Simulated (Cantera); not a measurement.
Input: 1 mol SiH2Cl2, 2.6 mol N2, 3.8 mol H2, equilibrated at 823.15 K and 0.100 bar.

Cantera equilibrium calculation (NASA polynomials, part measured and part estimated; ideal gas, pure solids and liquids). Candidate condensed phases: NH4Cl, Si, Si3N4; 28 gas species. N2 is the only nitrogen source here; it is nearly inert below about 1500 K, so the nitride shown seldom forms there in practice. Kinetics and transport are ignored.

Base state: H2 0.510, N2 0.256, HCl 0.226, SiCl4 0.00839, NH3 4.39e-5, SiHCl3 2.29e-5 (mole fractions); condensed: Si3N4(s).

Problem. What changes in the equilibrium state with this change: temperature from 823.15 K to 1898 K?

Solution. 
```
species        before     after
-------------  ------  --------
H2              0.510     0.516
N2              0.256     0.309
HCl             0.226     0.109
SiCl2           <1e-9    0.0625
H               <1e-9   0.00177
SiCl            <1e-9  0.000294
Si3N4(s), mol   0.312         0
Si(l), mol          0     0.461
```
The tables' values for SiCl3, SiCl are old estimates; treat these amounts as uncertain. Gases not in the tables: Si2H6 and higher silanes.

Problem. What changes in the equilibrium state with this change: temperature from 823.15 K to 1200 K?

Solution. 
| species | before | after |
|---|---|---|
| H2 | 0.510 | 0.498 |
| N2 | 0.256 | 0.252 |
| HCl | 0.226 | 0.247 |
| SiCl4 | 0.00839 | 0.00274 |
| SiCl2 | <1e-9 | 3.14e-5 |
| SiCl3 | 1.11e-7 | 9.90e-5 |
| NH3 | 4.39e-5 | 3.37e-6 |
| Si3N4(s), mol | 0.312 | 0.326 |
The tables' values for SiCl3 are old estimates; treat these amounts as uncertain.
